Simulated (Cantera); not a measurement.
A perfectly stirred reactor is fed with CO : H2 : CH4 : O2 : N2 = 1 : 0.29 : 0.27 : 0.697 : 2.62 (molar parts), equivalence ratio 1.7, at 1.48 atm; it is adiabatic with a 650 K inlet, and is followed from long to short residence time, starting on the burning branch (τ in s: 0.41, 0.14, 0.05, 0.018, 0.0061, 0.0021, 0.00074, 0.00026, 9e-05, 3.1e-05).

Computed with Cantera and GRI-Mech 3.0 (53 species, 325 reactions).

### Question
What does this change do: H2 0.29 to 0.18 parts?

### Answer
| quantity | before | after |
|---|---|---|
| blow-out, bracketed by the residence times tried | burning at 31.0 µs, the shortest tried | burning at 31.0 µs, the shortest tried |
| x(CO) at τ = 0.410 s | 0.167 | 0.158 |
| x(H2) at τ = 0.410 s | 0.0395 | 0.0296 |
| x(CH4) at τ = 0.410 s | 1.64e-6 | 1.02e-6 |
| x(HCN) at τ = 0.410 s | 3.51e-7 | 2.63e-7 |
| x(OH) at τ = 0.410 s | 0.000966 | 0.00126 |
| x(CO) at τ = 2.10 ms | 0.166 | 0.159 |
| x(H2) at τ = 2.10 ms | 0.0395 | 0.0301 |
| x(CH4) at τ = 2.10 ms | 2.59e-5 | 2.31e-5 |
| x(HCN) at τ = 2.10 ms | 4.88e-6 | 3.04e-6 |
| x(OH) at τ = 2.10 ms | 0.00399 | 0.00465 |

### Question
What does this change do: N2 2.62 to 3.8 parts?

### Answer
| quantity | before | after |
|---|---|---|
| blow-out, bracketed by the residence times tried | burning at 31.0 µs, the shortest tried | burning at 90.0 µs, out at 31.0 µs |
| x(CO) at τ = 0.410 s | 0.167 | 0.130 |
| x(H2) at τ = 0.410 s | 0.0395 | 0.0347 |
| x(CH4) at τ = 0.410 s | 1.64e-6 | 1.17e-5 |
| x(HCN) at τ = 0.410 s | 3.51e-7 | 1.67e-6 |
| x(OH) at τ = 0.410 s | 0.000966 | 0.000222 |
| x(CO) at τ = 2.10 ms | 0.166 | 0.130 |
| x(H2) at τ = 2.10 ms | 0.0395 | 0.0341 |
| x(CH4) at τ = 2.10 ms | 2.59e-5 | 4.68e-5 |
| x(HCN) at τ = 2.10 ms | 4.88e-6 | 1.14e-5 |
| x(OH) at τ = 2.10 ms | 0.00399 | 0.00190 |

### Question
What does this change do: N2 2.62 to 1.9 parts?

### Answer
| quantity | before | after |
|---|---|---|
| blow-out, bracketed by the residence times tried | burning at 31.0 µs, the shortest tried | burning at 31.0 µs, the shortest tried |
| x(CO) at τ = 0.410 s | 0.167 | 0.200 |
| x(H2) at τ = 0.410 s | 0.0395 | 0.0441 |
| x(CH4) at τ = 0.410 s | 1.64e-6 | 2.95e-7 |
| x(HCN) at τ = 0.410 s | 3.51e-7 | 1.14e-7 |
| x(OH) at τ = 0.410 s | 0.000966 | 0.00328 |
| x(CO) at τ = 2.10 ms | 0.166 | 0.200 |
| x(H2) at τ = 2.10 ms | 0.0395 | 0.0444 |
| x(CH4) at τ = 2.10 ms | 2.59e-5 | 1.85e-5 |
| x(HCN) at τ = 2.10 ms | 4.88e-6 | 3.02e-6 |
| x(OH) at τ = 2.10 ms | 0.00399 | 0.00645 |
